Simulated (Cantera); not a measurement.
# Gas-phase reforming

An isothermal, constant-pressure homogeneous reactor starts with CH4 : CO2 : H2 = 1 : 3.6 : 0.63 (molar parts), at 1848 K and 1.88 atm.

Computed with Cantera and GRI-Mech 3.0 (53 species, 325 reactions).

| t (s) | x CH4 | x CO2 | x H2 | x H | x H2O | x C2H6 | x CO |
|---|---|---|---|---|---|---|---|
| 0.000600 | 0.115 | 0.583 | 0.146 | 0.000105 | 0.0588 | 0.000345 | 0.0650 |
| 0.00137 | 0.0697 | 0.483 | 0.134 | 0.000109 | 0.126 | 0.000164 | 0.139 |
| 0.00312 | 0.0296 | 0.358 | 0.0963 | 0.000104 | 0.213 | 5.25e-5 | 0.244 |
| 0.00711 | 0.0110 | 0.274 | 0.0845 | 0.000119 | 0.250 | 1.19e-5 | 0.327 |
| 0.0162 | 0.00773 | 0.227 | 0.105 | 0.000134 | 0.239 | 4.80e-6 | 0.386 |
| 0.0370 | 0.00542 | 0.188 | 0.131 | 0.000143 | 0.222 | 1.74e-6 | 0.439 |
| 0.0843 | 0.00233 | 0.163 | 0.151 | 0.000149 | 0.209 | 2.61e-7 | 0.472 |
| 0.192 | 0.000199 | 0.155 | 0.159 | 0.000150 | 0.205 | 1.78e-9 | 0.481 |
| 0.439 | 4.93e-8 | 0.155 | 0.159 | 0.000154 | 0.205 | <1e-12 | 0.481 |
| 1.00 | 4.59e-9 | 0.155 | 0.159 | 0.000154 | 0.205 | <1e-12 | 0.481 |
x: mole fraction; the columns are a selection and need not sum to one.

Equilibrium at this temperature and pressure: CH4 4.98e-9, CO2 0.155, H2 0.159, H 0.000154, H2O 0.205, C2H6 <1e-12, CO 0.481 (gas phase only).
